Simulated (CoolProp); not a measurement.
Saturation properties of carbon monoxide (Tc = -140.3 °C, pc = 3.498 MPa, ω = 0.050).

Computed with CoolProp (reference Helmholtz-energy equation of state, Lemmon 2006). It is a short technical equation, of lower accuracy than the large ones.

```json
[
 {"T (°C)": "-177.95", "p (MPa)": "0.3747", "liquid density (kg/m³)": "730.1", "vapour density (kg/m³)": "?", "enthalpy of vaporisation (kJ/kg)": "193.4", "liquid cp (kJ/(kg K))": "2.238"},
 {"T (°C)": "-175.25", "p (MPa)": "0.4645", "liquid density (kg/m³)": "716.4", "vapour density (kg/m³)": "18.18", "enthalpy of vaporisation (kJ/kg)": "188.4", "liquid cp (kJ/(kg K))": "2.273"},
 {"T (°C)": "-172.65", "p (MPa)": "0.5648", "liquid density (kg/m³)": "702.7", "vapour density (kg/m³)": "21.98", "enthalpy of vaporisation (kJ/kg)": "?", "liquid cp (kJ/(kg K))": "2.315"},
 {"T (°C)": "-169.95", "p (MPa)": "0.6847", "liquid density (kg/m³)": "?", "vapour density (kg/m³)": "26.57", "enthalpy of vaporisation (kJ/kg)": "177.5", "liquid cp (kJ/(kg K))": "2.367"},
 {"T (°C)": "-167.35", "p (MPa)": "0.8165", "liquid density (kg/m³)": "673.1", "vapour density (kg/m³)": "31.70", "enthalpy of vaporisation (kJ/kg)": "171.6", "liquid cp (kJ/(kg K))": "2.428"},
 {"T (°C)": "-164.65", "p (MPa)": "0.9718", "liquid density (kg/m³)": "656.8", "vapour density (kg/m³)": "37.88", "enthalpy of vaporisation (kJ/kg)": "165.0", "liquid cp (kJ/(kg K))": "2.506"},
 {"T (°C)": "-161.95", "p (MPa)": "1.147", "liquid density (kg/m³)": "639.7", "vapour density (kg/m³)": "45.08", "enthalpy of vaporisation (kJ/kg)": "157.8", "liquid cp (kJ/(kg K))": "2.605"},
 {"T (°C)": "-159.35", "p (MPa)": "1.336", "liquid density (kg/m³)": "622.1", "vapour density (kg/m³)": "53.18", "enthalpy of vaporisation (kJ/kg)": "150.3", "liquid cp (kJ/(kg K))": "2.726"},
 {"T (°C)": "-156.65", "p (MPa)": "1.555", "liquid density (kg/m³)": "602.6", "vapour density (kg/m³)": "63.06", "enthalpy of vaporisation (kJ/kg)": "141.6", "liquid cp (kJ/(kg K))": "?"},
 {"T (°C)": "-154.05", "p (MPa)": "1.790", "liquid density (kg/m³)": "582.1", "vapour density (kg/m³)": "74.36", "enthalpy of vaporisation (kJ/kg)": "132.4", "liquid cp (kJ/(kg K))": "3.108"},
 {"T (°C)": "-151.35", "p (MPa)": "2.059", "liquid density (kg/m³)": "558.6", "vapour density (kg/m³)": "?", "enthalpy of vaporisation (kJ/kg)": "121.5", "liquid cp (kJ/(kg K))": "?"},
 {"T (°C)": "-148.65", "p (MPa)": "2.357", "liquid density (kg/m³)": "531.9", "vapour density (kg/m³)": "106.2", "enthalpy of vaporisation (kJ/kg)": "108.8", "liquid cp (kJ/(kg K))": "3.964"},
 {"T (°C)": "-146.05", "p (MPa)": "2.674", "liquid density (kg/m³)": "501.5", "vapour density (kg/m³)": "128.4", "enthalpy of vaporisation (kJ/kg)": "94.04", "liquid cp (kJ/(kg K))": "4.925"}
]
```

Question: Fill in the missing entries.

Answer: 
- -177.95, vapour density (kg/m³): 14.80
- -172.65, enthalpy of vaporisation (kJ/kg): 183.2
- -169.95, liquid density (kg/m³): 687.9
- -156.65, liquid cp (kJ/(kg K)): 2.891
- -151.35, vapour density (kg/m³): 88.54
- -151.35, liquid cp (kJ/(kg K)): 3.435

It boils at -191.5 °C under 1 atm.
